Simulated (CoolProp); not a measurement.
Vapour-liquid equilibrium of R134a (1) + isobutane (2) at 245.1 K; x and y are mole fractions of (1).

Computed with CoolProp (multi-fluid Helmholtz-energy mixture model, Tillner-Roth 1994 and Bücker 2006; pair parameters Bell 2016).

```tsv
x	bubble pressure, mixture model (MPa)	bubble pressure, Raoult's law (MPa)	y, mixture model	y, Raoult's law
0.05	0.07435	0.05305	0.338	0.087
0.2	0.1084	0.05928	?	0.312
0.35	0.1174	0.06551	0.636	0.494
0.5	0.1190	0.07173	0.649	0.645
0.65	0.1193	0.07796	0.657	0.771
0.8	0.1180	0.08419	0.691	0.879
0.95	?	0.09041	?	0.972
```

Question: What belongs in the gaps?

Answer: 
- 0.2, y, mixture model: 0.585
- 0.95, bubble pressure, mixture model (MPa): 0.1049
- 0.95, y, mixture model: 0.847

The largest gap from Raoult's law is +82.9 % in bubble pressure, at x = 0.2. y crosses x between x = 0.65 and 0.8: the model has an azeotrope there.

The pair parameters rest on a limited set of measurements; away from them the model extrapolates. With so large a gap from Raoult's law the liquid may split in two, which this calculation doesn't test in full.
